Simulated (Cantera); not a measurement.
Input: 1 mol SiC, 0.012 mol H2, held at 1775 K.

Cantera equilibrium calculation (NASA polynomials, part measured and part estimated; ideal gas, pure solids and liquids). Candidate condensed phases: C, C6H6, C7H8, C8H18, Si, SiC; 87 gas species. Gases not in the tables: Si2H6 and higher silanes. Rates play no part.

x: gas mole fraction; n: condensed amount in mol.

| P (Pa) | x H2 | x H | x Si | x CH4 | x C2H2 (acetylene) | x SiC2 | x Si2C | n SiC(s) |
|---|---|---|---|---|---|---|---|---|
| 1 | 0.908 | 0.0872 | 0.00471 | 6.90e-9 | 0.000129 | 5.92e-5 | 4.37e-5 | 1.000 |
| 16 | 0.977 | 0.0226 | 0.000294 | 1.28e-7 | 0.000139 | 3.70e-6 | 2.73e-6 | 1.000 |
| 250 | 0.994 | 0.00577 | 4.54e-5 | 8.59e-7 | 2.44e-5 | 9.83e-8 | 4.21e-7 | 1.000 |
| 4000 | 0.999 | (withheld) | (withheld) | (withheld) | (withheld) | (withheld) | (withheld) | 1.00 |
| 63000 | 1.000 | (withheld) | (withheld) | (withheld) | (withheld) | (withheld) | (withheld) | 1.00 |
| 1000000 | 1.000 | 9.15e-5 | 2.20e-7 | 0.000179 | 6.55e-8 | 1.27e-12 | 2.04e-9 | 1.000 |

Problem. Fill in the missing entries.

Solution. 
- 63000, x H: 0.000365
- 63000, x Si: 2.07e-6
- 63000, x CH4: 1.90e-5
- 63000, x C2H2 (acetylene): 1.85e-7
- 63000, x SiC2: 3.39e-11
- 63000, x Si2C: 1.92e-8
- 4000, x H: 0.00145
- 4000, x Si: 7.40e-6
- 4000, x CH4: 5.31e-6
- 4000, x C2H2 (acetylene): 3.60e-6
- 4000, x SiC2: 2.35e-9
- 4000, x Si2C: 6.87e-8
